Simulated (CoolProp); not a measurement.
CF4 (R14) along the isobar 15.5 MPa: Z from the reference equation and from simpler models built on Tc = 227.4 K, pc = 3.762 MPa, ω = 0.178; each cubic takes its own stable root.

The numbers come from the reference Helmholtz-energy equation of state, Platzer 1990 in CoolProp. This equation is an older, rougher fit; its heat capacities, sound speeds and derivatives of the liquid may be far off and weren't checked against measurements.

| T (K) | phase | reference | Soave-Redlich-Kwong | Peng-Robinson |
|---|---|---|---|---|
| 200.8 | liquid | 0.5908 | 0.6006 | 0.5357 |
| 234.8 | supercritical | 0.5897 | 0.6127 | 0.5519 |
| 268.8 | supercritical | 0.6402 | 0.6794 | 0.6232 |
| 302.7 | supercritical | 0.7362 | 0.7824 | 0.7294 |
| 336.7 | supercritical | 0.8317 | 0.8767 | 0.8255 |
| 370.7 | supercritical | 0.9040 | 0.9454 | 0.8963 |
| 404.6 | supercritical | 0.9558 | 0.9926 | 0.9463 |
| 438.6 | supercritical | 0.9936 | 1.025 | 0.9819 |
| 472.6 | supercritical | 1.022 | 1.048 | 1.007 |
